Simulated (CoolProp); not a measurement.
Vapour-liquid equilibrium of CHF3 (R23) (1) + R125 (2) at 204.4 K; x and y are mole fractions of (1).

The numbers come from the multi-fluid Helmholtz-energy mixture model, Penoncello 2003 and Lemmon 2005; pair parameters Bell 2016 in CoolProp.

```json
[
 {"x": "0.05", "bubble pressure, mixture model (kPa)": "40.74", "bubble pressure, Raoult's law (kPa)": "41.19", "y, mixture model": "?", "y, Raoult's law": "0.250"},
 {"x": "0.2", "bubble pressure, mixture model (kPa)": "66.63", "bubble pressure, Raoult's law (kPa)": "67.24", "y, mixture model": "0.603", "y, Raoult's law": "0.613"},
 {"x": "0.35", "bubble pressure, mixture model (kPa)": "93.24", "bubble pressure, Raoult's law (kPa)": "93.29", "y, mixture model": "0.766", "y, Raoult's law": "0.774"},
 {"x": "0.5", "bubble pressure, mixture model (kPa)": "119.7", "bubble pressure, Raoult's law (kPa)": "119.3", "y, mixture model": "0.857", "y, Raoult's law": "0.864"},
 {"x": "0.65", "bubble pressure, mixture model (kPa)": "?", "bubble pressure, Raoult's law (kPa)": "145.4", "y, mixture model": "?", "y, Raoult's law": "0.922"},
 {"x": "0.8", "bubble pressure, mixture model (kPa)": "171.3", "bubble pressure, Raoult's law (kPa)": "171.4", "y, mixture model": "0.957", "y, Raoult's law": "0.962"},
 {"x": "0.95", "bubble pressure, mixture model (kPa)": "?", "bubble pressure, Raoult's law (kPa)": "197.5", "y, mixture model": "0.990", "y, Raoult's law": "0.992"}
]
```

Question: Fill in the missing entries.

Answer: 
- 0.05, y, mixture model: 0.238
- 0.65, bubble pressure, mixture model (kPa): 145.6
- 0.65, y, mixture model: 0.915
- 0.95, bubble pressure, mixture model (kPa): 197.3

The largest gap from Raoult's law is -1.1 % in bubble pressure, at x = 0.05. No azeotrope shows between x = 0.05 and 0.95.

Pair parameters are fitted to limited data, so mixtures are less certain than the pure fluids.
